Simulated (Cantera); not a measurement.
Adiabatic ignition

An adiabatic, constant-volume homogeneous reactor starts with CO : H2 : O2 : N2 = 1 : 0.27 : 0.894 : 3.36 (molar parts), equivalence ratio 0.71, at 1500 K and 100000 Pa.

Model: GRI-Mech 3.0 (53 species, 325 reactions), integrated in Cantera.

```tsv
t (s)	T (K)	P (bar)	x CO	x H2	x O2	x H2O2	x O	x HO2	x N2O
2.00e-6	1500	1.00	0.181	0.0489	0.162	2.21e-10	1.63e-7	9.81e-8	<1e-12
4.69e-6	1500	1.00	0.181	0.0489	0.162	1.10e-9	9.91e-7	2.57e-7	1.64e-12
1.10e-5	1500	1.00	0.181	0.0487	0.162	1.41e-8	4.44e-5	3.54e-6	7.33e-11
2.57e-5	1614	1.07	0.159	0.00563	0.120	9.39e-7	0.0249	2.87e-5	9.95e-8
6.02e-5	2114	1.37	0.0940	0.00539	0.0815	1.87e-7	0.0370	1.12e-5	2.94e-7
0.000141	2550	1.60	0.0791	0.00391	0.0786	9.64e-8	0.0208	6.19e-6	5.36e-7
0.000331	2798	1.73	0.0640	0.00282	0.0731	1.70e-7	0.0127	9.25e-6	1.02e-6
0.000775	2812	1.74	0.0621	0.00273	0.0696	1.82e-7	0.0116	9.44e-6	1.13e-6
0.00181	2805	1.73	0.0617	0.00273	0.0665	1.77e-7	0.0109	9.02e-6	1.21e-6
0.00425	2803	1.73	0.0615	0.00273	0.0654	1.75e-7	0.0107	8.87e-6	1.25e-6
0.00996	2802	1.73	0.0615	0.00273	0.0653	1.75e-7	0.0107	8.86e-6	1.25e-6
0.0233	2802	1.73	0.0615	0.00273	0.0653	1.75e-7	0.0107	8.86e-6	1.25e-6
0.0547	2802	1.73	0.0615	0.00273	0.0653	1.75e-7	0.0107	8.86e-6	1.25e-6
0.128	2802	1.73	0.0615	0.00273	0.0653	1.75e-7	0.0107	8.86e-6	1.25e-6
0.300	2802	1.73	0.0615	0.00273	0.0653	1.75e-7	0.0107	8.86e-6	1.25e-6
```
x: mole fraction; the columns are a selection and need not sum to one.

The time of steepest temperature rise comes out as 24.6 µs, the temperature at 0.300 s is 2802 K and the equilibrium temperature is 2802 K. The x(CO) at 0.300 s is 0.0615 (gas-phase equilibrium 0.0615) and the x(H2) at 0.300 s is 0.00273 (gas-phase equilibrium 0.00273). The x(O2) at 0.300 s is 0.0653 (gas-phase equilibrium 0.0653).
